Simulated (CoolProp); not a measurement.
Nitrous oxide along the isotherm 328.3 K: density (kg/m³) from the reference equation and from simpler models built on Tc = 309.5 K, pc = 72.45 bar, ω = 0.161; each cubic takes its own stable root.

Computed with CoolProp (reference Helmholtz-energy equation of state, Lemmon 2006). It is a short technical equation, of lower accuracy than the large ones.

```tsv
p (bar)	phase	reference	ideal gas	van der Waals	Redlich-Kwong	Soave-Redlich-Kwong	Peng-Robinson
24.1	gas	43.23	38.86	42.81	43.24	43.14	43.70
48.3	gas	99.72	77.88	97.93	99.80	99.08	101.9
72.4	gas	184.5	116.7	182.4	184.9	181.1	189.5
96.6	supercritical	373.8	155.8	394.7	370.8	342.3	364.4
121	supercritical	597.4	195.1	485.7	530.8	507.8	550.8
145	supercritical	678.2	233.8	527.1	601.5	584.7	639.8
169	supercritical	724.2	272.5	555.1	648.3	634.4	697.3
193	supercritical	756.9	311.2	576.6	683.7	671.8	740.3
217	supercritical	782.6	349.9	594.1	712.6	701.9	774.8
241	supercritical	803.9	388.6	608.9	737.0	727.3	803.8
266	supercritical	822.9	428.9	622.3	759.1	750.1	829.8
290	supercritical	839.0	467.6	633.6	777.8	769.5	851.8
314	supercritical	853.4	506.3	643.8	794.6	786.9	871.5
338	supercritical	866.5	545.0	653.0	809.9	802.6	889.3
362	supercritical	878.5	583.7	661.5	824.0	817.1	905.6
```
